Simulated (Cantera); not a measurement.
# Equilibrium for silicon nitride deposition: trisilylamine + NH3 + N2

A closed system holds: 1 mol trisilylamine, 3.2 mol NH3, 1.6 mol N2, held at 0.00133 bar.

These are equilibrium values from Cantera (NASA tables, ideal gas, pure condensed phases), not measurements of a reactor. Candidate condensed phases: Si, Si3N4; 18 gas species. The feed counts by its element totals alone. Equilibrium is a limit: real reactors are often held back by kinetics, nucleation or transport.

```json
[
 {"T (K)": "1075", "x H2": "0.845", "x N2": "0.155", "x H": "3.70e-7", "x Si": "<1e-12", "n Si3N4(s)": "1.00", "n Si(s)": "0"},
 {"T (K)": "1125", "x H2": "0.845", "x N2": "0.155", "x H": "1.12e-6", "x Si": "<1e-12", "n Si3N4(s)": "1.00", "n Si(s)": "0"},
 {"T (K)": "1175", "x H2": "0.845", "x N2": "0.155", "x H": "3.09e-6", "x Si": "<1e-12", "n Si3N4(s)": "1.00", "n Si(s)": "0"},
 {"T (K)": "1225", "x H2": "0.845", "x N2": "0.155", "x H": "7.85e-6", "x Si": "1.15e-11", "n Si3N4(s)": "1.00", "n Si(s)": "0"},
 {"T (K)": "1275", "x H2": "0.845", "x N2": "0.155", "x H": "1.86e-5", "x Si": "1.66e-10", "n Si3N4(s)": "1.00", "n Si(s)": "0"},
 {"T (K)": "1325", "x H2": "0.845", "x N2": "0.155", "x H": "4.12e-5", "x Si": "1.96e-9", "n Si3N4(s)": "1.00", "n Si(s)": "0"},
 {"T (K)": "1375", "x H2": "0.845", "x N2": "0.155", "x H": "8.63e-5", "x Si": "1.92e-8", "n Si3N4(s)": "1.00", "n Si(s)": "0"},
 {"T (K)": "1425", "x H2": "0.845", "x N2": "0.155", "x H": "0.000172", "x Si": "1.61e-7", "n Si3N4(s)": "1.000", "n Si(s)": "0"},
 {"T (K)": "1475", "x H2": "0.845", "x N2": "0.155", "x H": "0.000327", "x Si": "1.16e-6", "n Si3N4(s)": "1.000", "n Si(s)": "0"},
 {"T (K)": "1525", "x H2": "0.845", "x N2": "0.155", "x H": "0.000596", "x Si": "7.34e-6", "n Si3N4(s)": "1.000", "n Si(s)": "0"},
 {"T (K)": "1575", "x H2": "0.844", "x N2": "0.154", "x H": "0.00105", "x Si": "4.12e-5", "n Si3N4(s)": "1.000", "n Si(s)": "0"},
 {"T (K)": "1625", "x H2": "0.714", "x N2": "0.284", "x H": "0.00163", "x Si": "0.000122", "n Si3N4(s)": "0", "n Si(s)": "3.00"}
]
```
x: gas mole fraction; n: condensed amount in mol.

From 1075 K to 1575 K the condensed part is Si3N4(s). At 1625 K the condensed part is Si(s).
